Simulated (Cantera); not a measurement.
An isothermal, constant-pressure homogeneous reactor starts with H2 : O2 : N2 = 1.4 : 1 : 18 (molar parts), at 1200 K and 0.158 atm.

Computed with Cantera and the H2/O2 subset of GRI-Mech 3.0, which has no nitrogen chemistry. The temperature is held fixed by assumption; the heat of reaction is taken as removed at once.

x: mole fraction; the columns are a selection and need not sum to one.

```tsv
t (s)	x H2	x O2	x HO2	x OH	x O
0.000100	0.0686	0.0490	3.85e-9	7.66e-10	1.40e-9
0.000314	0.0686	0.0490	2.79e-8	5.81e-8	1.07e-7
0.000988	0.0179	0.0275	2.53e-6	0.00178	0.00512
0.00311	0.00500	0.0187	1.97e-6	0.00120	0.00283
0.00977	0.00139	0.0158	1.62e-6	0.000569	0.000577
0.0307	0.000146	0.0152	8.53e-7	0.000173	5.48e-5
0.0965	…	0.0152	…	…	…
0.304	1.82e-6	0.0152	2.59e-8	2.02e-5	7.37e-7
0.954	…	0.0152	…	…	…
3.00	1.03e-7	0.0152	1.85e-9	4.97e-6	4.45e-8
```

Problem. Some entries are withheld; supply them.

Solution. 
- 0.0965, x H2: 1.29e-5
- 0.0965, x HO2: 1.55e-7
- 0.0965, x OH: 5.21e-5
- 0.0965, x O: 4.91e-6
- 0.954, x H2: 3.83e-7
- 0.954, x HO2: 5.85e-9
- 0.954, x OH: 9.51e-6
- 0.954, x O: 1.63e-7
